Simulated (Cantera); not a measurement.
Feed: 1 mol Ca(OH)₂, 0.094 mol C, 2 mol O₂, 0.89 mol H₂O, equilibrated at 1048 K and 1.00 bar.

These are equilibrium values from Cantera (NASA tables, ideal gas, pure condensed phases), not measurements of a reactor. Candidate condensed phases: C, C₆H₆, C₇H₈, C₈H₁₈, Ca, CaCO₃, CaO, Ca(OH)₂, H₂O; 115 gas species. The numbers say what is thermodynamically allowed, not how fast it happens.

Base state: O₂ 0.490, H₂O 0.486, CO₂ 0.0242 (mole fractions); condensed: CaO(s).

### Question
What changes in the equilibrium state with this change: temperature from 1048 K to 1998 K?

### Answer
| species | before | after |
|---|---|---|
| O₂ | 0.490 | 0.488 |
| H₂O | 0.486 | 0.482 |
| CO₂ | 0.0242 | 0.0241 |
| OH | 7.67e-7 | 0.00549 |
| Ca(OH)₂ | <1e-9 | 4.84e-5 |
| O | <1e-9 | 0.000460 |
| H₂ | <1e-9 | 0.000196 |
| CO | <1e-9 | 4.48e-5 |
| CaO(s), mol | 1.00 | 1.000 |
